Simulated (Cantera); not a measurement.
An adiabatic, constant-pressure homogeneous reactor starts with CH3OH : O2 : N2 = 1 : 0.789 : 3.87 (molar parts), at 1648 K and 270 Torr. Integrator tolerance rtol = 1e-08.

Computed with Cantera and GRI-Mech 3.0 (53 species, 325 reactions). GRI-Mech 3.0 was tuned for natural gas; its chemistry of methanol as a main component is partial and can be far from experiment.

Question: What does this change do: initial temperature 1648 to 1175 K?

Answer: 
```
quantity                                                              before                                    after
---------------------------------  -----------------------------------------  ---------------------------------------
time of steepest temperature rise                                   0.155 ms                                  33.8 ms
temperature at 0.100 s                                                2559 K                                   2256 K
equilibrium temperature                                               2559 K                                   2256 K
x(CH3OH) at 0.100 s                    <1e-12 (gas-phase equilibrium <1e-12)    <1e-12 (gas-phase equilibrium <1e-12)
x(O2) at 0.100 s                   0.000665 (gas-phase equilibrium 0.000665)  2.72e-5 (gas-phase equilibrium 2.70e-5)
x(OH) at 0.100 s                     0.00717 (gas-phase equilibrium 0.00717)  0.00118 (gas-phase equilibrium 0.00118)
x(C2H6) at 0.100 s                     <1e-12 (gas-phase equilibrium <1e-12)    <1e-12 (gas-phase equilibrium <1e-12)
x(HO2) at 0.100 s                    2.31e-7 (gas-phase equilibrium 2.31e-7)  9.19e-9 (gas-phase equilibrium 9.12e-9)
x(H2) at 0.100 s                       0.0930 (gas-phase equilibrium 0.0930)    0.0980 (gas-phase equilibrium 0.0981)
x(C2H2) at 0.100 s                     <1e-12 (gas-phase equilibrium <1e-12)    <1e-12 (gas-phase equilibrium <1e-12)
```

Question: What does this change do: initial temperature 1648 to 1050 K?

Answer: 
```csv
quantity,before,after
time of steepest temperature rise,0.155 ms,not reached
temperature at 0.100 s,2559 K,1050 K
equilibrium temperature,2559 K,2158 K
x(CH3OH) at 0.100 s,<1e-12 (gas-phase equilibrium <1e-12),0.177 (gas-phase equilibrium <1e-12)
x(O2) at 0.100 s,0.000665 (gas-phase equilibrium 0.000665),0.139 (gas-phase equilibrium 7.76e-6)
x(OH) at 0.100 s,0.00717 (gas-phase equilibrium 0.00717),4.17e-11 (gas-phase equilibrium 0.000582)
x(C2H6) at 0.100 s,<1e-12 (gas-phase equilibrium <1e-12),4.62e-12 (gas-phase equilibrium <1e-12)
x(HO2) at 0.100 s,2.31e-7 (gas-phase equilibrium 2.31e-7),3.57e-6 (gas-phase equilibrium 2.59e-9)
x(H2) at 0.100 s,0.0930 (gas-phase equilibrium 0.0930),5.32e-6 (gas-phase equilibrium 0.0998)
x(C2H2) at 0.100 s,<1e-12 (gas-phase equilibrium <1e-12),<1e-12 (gas-phase equilibrium <1e-12)
```
